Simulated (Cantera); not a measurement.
A perfectly stirred reactor is fed with CH₄ : O₂ : N₂ : H₂O = 1 : 2 : 7.52 : 2.3 (molar parts), equivalence ratio 1.0, at 101000 Pa; it is adiabatic with a 575 K inlet, and is followed from long to short residence time, starting on the burning branch (τ in s: 0.046, 0.022, 0.011, 0.0053, 0.0026, 0.0012, 0.0006, 0.00029, 0.00014, 6.9e-05, 3.3e-05, 1.6e-05, 7.8e-06).

Cantera simulation using GRI-Mech 3.0 (53 species, 325 reactions); the numbers are that mechanism's predictions, not measurements.

x: mole fraction; the columns are a selection and need not sum to one.

```
τ (s)    T (K)     x CH₄     x O₂  x H₂O   x CO₂   x H₂O₂    x HCO   x NO₂
-------  -----  --------  -------  -----  ------  -------  -------  ------
0.046     2065   1.11e-5  0.00521  0.325  0.0712  9.54e-8  4.54e-8       ?
0.022     2047   1.81e-5  0.00624  0.323  0.0699  1.23e-7  9.37e-8       ?
0.011     2025   2.86e-5  0.00746  0.321  0.0685  1.58e-7  1.85e-7       ?
0.0053    1996   4.69e-5  0.00904  0.318  0.0667  2.06e-7  3.80e-7       ?
0.0026    1963   7.77e-5   0.0109  0.314  0.0646  2.69e-7  7.64e-7       ?
0.0012    1919  0.000140   0.0133  0.310  0.0619  3.58e-7  1.63e-6       ?
0.00060   1873  0.000252   0.0160  0.306  0.0587  4.63e-7  3.21e-6       ?
0.00029   1816  0.000515   0.0198  0.302  0.0540  6.04e-7  6.59e-6       ?
0.00014   1735   0.00144   0.0274  0.298  0.0442  7.82e-7  1.42e-5       ?
6.9e-5     575    0.0780    0.156  0.179  <1e-12   <1e-12   <1e-12  <1e-12
3.3e-5     575    0.0780    0.156  0.179  <1e-12   <1e-12   <1e-12  <1e-12
1.6e-5     575    0.0780    0.156  0.179  <1e-12   <1e-12   <1e-12  <1e-12
7.8e-6     575    0.0780    0.156  0.179  <1e-12   <1e-12   <1e-12  <1e-12
```

**Question.** Some entries are withheld; supply them.

**Answer.** 
- 0.046, x NO₂: 3.11e-8
- 0.022, x NO₂: 2.51e-8
- 0.011, x NO₂: 2.07e-8
- 0.0053, x NO₂: 1.68e-8
- 0.0026, x NO₂: 1.35e-8
- 0.0012, x NO₂: 1.03e-8
- 0.00060, x NO₂: 7.87e-9
- 0.00029, x NO₂: 5.66e-9
- 0.00014, x NO₂: 3.72e-9
